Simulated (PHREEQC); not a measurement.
1 kg of water holding 0.0053 mol CaSO4 and 0.14 mol MgBr2 is evaporated at 25 °C; the solids stay in contact with the brine. No CO2 enters from the air. The run lets Brucite, Epsomite, Gypsum, Anhydrite, Hexahydrite, Kieserite, Portlandite precipitate or redissolve, and no other solid.

The series has 14 steps of water left (kg), from 1 to 0.07804.

Model: Pitzer model, pitzer.dat, run in PHREEQC.

### Question
Which solids form, in which order, and at which step of the series does each first stand?

### Answer
Gypsum from water left = 0.07804 kg.
